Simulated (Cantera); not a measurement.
Mixture: CH4 : O2 : N2 = 1 : 4.26 : 27.7 (molar parts), at 12800 Torr, adiabatic and at constant volume. Ignition delay is the time to a rise of 400 K.

Detailed kinetics in Cantera: GRI-Mech 3.0 (53 species, 325 reactions). The pressure lies above the range GRI-Mech 3.0 was tuned for (to about 10 atm).

**Question.** What does this change do: O2 4.26 to 2.2 parts?

**Answer.** 
```csv
quantity,before,after
delay at 1000 K,63.1 ms,0.123 s
delay at 1100 K,12.2 ms,26.7 ms
delay at 1200 K,3.17 ms,7.70 ms
delay at 1300 K,1.00 ms,2.60 ms
delay at 1400 K,0.359 ms,0.952 ms
apparent activation energy between 1350 and 1450 K,160 kJ/mol,160 kJ/mol
```
